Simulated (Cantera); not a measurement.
A perfectly stirred reactor is fed with 3.01 % CH4, 1.27 % C2H6, 19.7 % O2, 74.1 % N2, 1.90 % H2, at 8.20 bar; it is adiabatic with a 498 K inlet, and is followed from long to short residence time, starting on the burning branch (τ in s: 0.027, 0.013, 0.0067, 0.0033, 0.0016, 0.00081, 0.0004, 0.0002, 9.9e-05, 4.9e-05, 2.4e-05, 1.2e-05, 6e-06).

Computed with Cantera and GRI-Mech 3.0 (53 species, 325 reactions).

Predict: blow-out, bracketed by the residence times tried; x(CH4) at τ = 27.0 ms; x(C2H6) at τ = 27.0 ms; x(O2) at τ = 27.0 ms; x(HCN) at τ = 27.0 ms; x(HCO) at τ = 27.0 ms; x(CH4) at τ = 0.400 ms; x(C2H6) at τ = 0.400 ms; x(O2) at τ = 0.400 ms; x(HCN) at τ = 0.400 ms; x(HCO) at τ = 0.400 ms.


| Item | Value |
|---|---|
| blow-out, bracketed by the residence times tried | burning at 99.0 µs, out at 49.0 µs |
| x(CH4) at τ = 27.0 ms | 6.23e-6 |
| x(C2H6) at τ = 27.0 ms | 5.57e-7 |
| x(O2) at τ = 27.0 ms | 0.0835 |
| x(HCN) at τ = 27.0 ms | 5.00e-9 |
| x(HCO) at τ = 27.0 ms | 5.62e-9 |
| x(CH4) at τ = 0.400 ms | 0.000124 |
| x(C2H6) at τ = 0.400 ms | 1.34e-5 |
| x(O2) at τ = 0.400 ms | 0.0855 |
| x(HCN) at τ = 0.400 ms | 2.70e-8 |
| x(HCO) at τ = 0.400 ms | 4.15e-7 |
